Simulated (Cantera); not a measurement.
Input (Python, Cantera):

```python
import numpy as np
import cantera as ct

surf = ct.Interface("diamond.yaml", "diamond_100")
gas, bulk = surf.adjacent["gas"], surf.adjacent["diamond"]
k = surf.kinetics_species_index(bulk.species_names[0])
cover = ["c6HH", "c6H*", "c6*H", "c6**", "c6HM", "c6B"]

rows, drift = [], 0.0
print(f"{'T':>10s}{'um/h':>11s}" + "".join(f"{s:>11s}" for s in cover))
for v in [925, 1000, 1075, 1150, 1225, 1300, 1375]:
    T, P, xH, xCH3 = v, 2900, 0.011, 1.8e-05
    gas.TPX = T, P, {"H": xH, "CH3": xCH3, "CH4": 0.0044, "H2": 1 - xH - xCH3 - 0.0044}
    surf.TP = bulk.TP = T, P
    surf.coverages = "c6H*:0.1, c6HH:0.9"
    surf.advance_coverages(100.0)
    before = surf.coverages
    surf.advance_coverages(100.0)
    drift = max(drift, np.max(np.abs(surf.coverages - before) / (surf.coverages + 1e-9)))
    rate = surf.net_production_rates[k] * bulk.mean_molecular_weight / bulk.density * 3.6e9
    rows.append([rate, *surf[cover].coverages])
    print(f"{v:10.4g}{rate:11.4e}" + "".join(f"{x:11.3e}" for x in rows[-1][1:]))
```

Result:

```
         T       um/h       c6HH       c6H*       c6*H       c6**       c6HM        c6B
       925 1.8883e-01  6.665e-01  1.227e-02  3.142e-01  5.466e-03  1.230e-03  5.124e-10
      1000 2.6923e-01  5.961e-01  1.836e-02  3.746e-01  9.765e-03  8.677e-04  7.306e-10
      1075 3.2495e-01  5.314e-01  2.542e-02  4.264e-01  1.589e-02  5.660e-04  8.818e-10
      1150 2.8297e-01  4.737e-01  3.313e-02  4.687e-01  2.395e-02  2.785e-04  7.679e-10
      1225 1.7862e-01  4.233e-01  4.117e-02  5.015e-01  3.388e-02  9.146e-05  4.847e-10
      1300 1.2579e-01  3.798e-01  4.924e-02  5.254e-01  4.545e-02  2.420e-05  3.413e-10
      1375 1.1886e-01  3.429e-01  5.712e-02  5.417e-01  5.830e-02  6.157e-06  3.225e-10
```

Detailed kinetics in Cantera: the Harris–Goodwin 1993 mechanism for the reconstructed diamond (100) surface.
